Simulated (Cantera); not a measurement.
Charge: 1 mol Na2CO3, 0.23 mol O2, 0.14 mol H2O, at 0.133 bar.

Equilibrium computed with Cantera from the NASA thermochemical tables; the gas is ideal and each condensed phase is pure. Candidate condensed phases: C, C6H6, C7H8, C8H18, H2O, Na, NaOH, NaO2, Na2CO3, Na2O, Na2O2; 117 gas species. Equilibrium is a limit: real reactors are often held back by kinetics, nucleation or transport. All values below are at 1525 K.

Base state: O2 0.526, H2O 0.245, NaOH 0.150, CO2 0.0765, Na 0.00246, Na2(OH)2 0.000353, OH 0.000316, NaO 0.000162 (mole fractions); condensed: Na2CO3(l).

**Question.** What changes in the equilibrium state with this change: Na2CO3 replaced by Fe2O3?

**Answer.** 
```json
[
 {"species": "O2", "before": "0.526", "after": "0.621"},
 {"species": "H2O", "before": "0.245", "after": "0.378"},
 {"species": "OH", "before": "0.000316", "after": "0.000409"},
 {"species": "NaOH", "before": "0.150", "after": "0"},
 {"species": "CO2", "before": "0.0765", "after": "0"},
 {"species": "Na", "before": "0.00246", "after": "0"},
 {"species": "Na2(OH)2", "before": "0.000353", "after": "0"},
 {"species": "Na2CO3(l), mol", "before": "0.967", "after": "0"},
 {"species": "Fe2O3(s), mol", "before": "0", "after": "1.00"}
]
```
Further candidate phases: Fe, FeO, Fe(OH)2, Fe(OH)3, Fe2O3, Fe3O4.
